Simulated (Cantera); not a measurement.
An adiabatic, constant-pressure homogeneous reactor starts with CH4 : O2 : N2 = 1 : 1.33 : 5.01 (molar parts), equivalence ratio 1.5, at 1773 K and 16.0 bar. Integrator tolerance rtol = 1e-08.

Computed with Cantera and GRI-Mech 3.0 (53 species, 325 reactions). The pressure lies above the range GRI-Mech 3.0 was tuned for (to about 10 atm). Above 3000 K some thermodynamic fits are extrapolated.

### Question
What does this change do: 0.26 parts CO2 added?

### Answer
```
quantity                                                              before                                      after
---------------------------------  -----------------------------------------  -----------------------------------------
time of steepest temperature rise                                    15.3 µs                                    16.2 µs
temperature at 0.400 s                                                3009 K                                     2955 K
equilibrium temperature                                               3009 K                                     2955 K
x(CH4) at 0.400 s                  3.38e-11 (gas-phase equilibrium 3.88e-11)  2.04e-11 (gas-phase equilibrium 2.35e-11)
x(O2) at 0.400 s                   0.000669 (gas-phase equilibrium 0.000669)  0.000835 (gas-phase equilibrium 0.000835)
x(C2H4) at 0.400 s                     <1e-12 (gas-phase equilibrium <1e-12)      <1e-12 (gas-phase equilibrium <1e-12)
x(NO) at 0.400 s                     0.00242 (gas-phase equilibrium 0.00242)    0.00249 (gas-phase equilibrium 0.00249)
x(N2O) at 0.400 s                    4.85e-7 (gas-phase equilibrium 4.85e-7)    4.90e-7 (gas-phase equilibrium 4.90e-7)
x(H2O) at 0.400 s                        0.163 (gas-phase equilibrium 0.163)        0.173 (gas-phase equilibrium 0.173)
```

### Question
What does this change do: O2 1.33 to 0.63 parts?

### Answer
| quantity | before | after |
|---|---|---|
| time of steepest temperature rise | 15.3 µs | 37.3 µs |
| temperature at 0.400 s | 3009 K | 2096 K |
| equilibrium temperature | 3009 K | 2096 K |
| x(CH4) at 0.400 s | 3.38e-11 (gas-phase equilibrium 3.88e-11) | 2.76e-7 (gas-phase equilibrium 3.04e-7) |
| x(O2) at 0.400 s | 0.000669 (gas-phase equilibrium 0.000669) | 3.69e-10 (gas-phase equilibrium 3.69e-10) |
| x(C2H4) at 0.400 s | <1e-12 (gas-phase equilibrium <1e-12) | 5.49e-12 (gas-phase equilibrium 6.14e-12) |
| x(NO) at 0.400 s | 0.00242 (gas-phase equilibrium 0.00242) | 8.73e-7 (gas-phase equilibrium 3.69e-7) |
| x(N2O) at 0.400 s | 4.85e-7 (gas-phase equilibrium 4.85e-7) | 1.17e-10 (gas-phase equilibrium 7.35e-11) |
| x(H2O) at 0.400 s | 0.163 (gas-phase equilibrium 0.163) | 0.0292 (gas-phase equilibrium 0.0292) |

### Question
What does this change do: pressure from 16.0 bar to 4.70 bar?

### Answer
| quantity | before | after |
|---|---|---|
| time of steepest temperature rise | 15.3 µs | 40.0 µs |
| temperature at 0.400 s | 3009 K | 2937 K |
| equilibrium temperature | 3009 K | 2937 K |
| x(CH4) at 0.400 s | 3.38e-11 (gas-phase equilibrium 3.88e-11) | 3.70e-12 (gas-phase equilibrium 4.32e-12) |
| x(O2) at 0.400 s | 0.000669 (gas-phase equilibrium 0.000669) | 0.00127 (gas-phase equilibrium 0.00127) |
| x(C2H4) at 0.400 s | <1e-12 (gas-phase equilibrium <1e-12) | <1e-12 (gas-phase equilibrium <1e-12) |
| x(NO) at 0.400 s | 0.00242 (gas-phase equilibrium 0.00242) | 0.00304 (gas-phase equilibrium 0.00304) |
| x(N2O) at 0.400 s | 4.85e-7 (gas-phase equilibrium 4.85e-7) | 3.28e-7 (gas-phase equilibrium 3.28e-7) |
| x(H2O) at 0.400 s | 0.163 (gas-phase equilibrium 0.163) | 0.158 (gas-phase equilibrium 0.158) |
